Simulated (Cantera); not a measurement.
Charge: 1 mol Pb, 5.4 mol CO, 74 mol N₂, 0.025 mol O₂, held at 923.15 K and 4730 Torr.

These are equilibrium values from Cantera (NASA tables, ideal gas, pure condensed phases), not measurements of a reactor. Candidate condensed phases: C, Pb, PbO, PbO₂, Pb₃O₄; 27 gas species. The numbers say what is thermodynamically allowed, not how fast it happens.

Base state: N₂ 0.949, CO 0.0312, CO₂ 0.0193 (mole fractions); condensed: C(graphite) + Pb(l).

### Question
What changes in the equilibrium state with this change: temperature from 923.15 K to 825 K?

### Answer
```tsv
species	before	after
N₂	0.949	0.960
CO₂	0.0193	0.0302
CO	0.0312	0.0103
C(graphite), mol	1.46	2.28
Pb(l), mol	1.000	1.000
```

### Question
What changes in the equilibrium state with this change: N₂ from 74 to 2.1 mol?

### Answer
```json
[
 {"species": "CO₂", "before": "0.0193", "after": "0.447"},
 {"species": "N₂", "before": "0.949", "after": "0.403"},
 {"species": "CO", "before": "0.0312", "after": "0.150"},
 {"species": "C(graphite), mol", "before": "1.46", "after": "2.28"},
 {"species": "Pb(l), mol", "before": "1.000", "after": "1.000"}
]
```

### Question
What changes in the equilibrium state with this change: temperature from 923.15 K to 1075 K?

### Answer
```csv
species,before,after
N₂,0.949,0.934
CO,0.0312,0.0622
CO₂,0.0193,0.00331
Pb,4.04e-7,1.21e-5
"C(graphite), mol",1.46,0.212
"Pb(l), mol",1.000,0.999
```
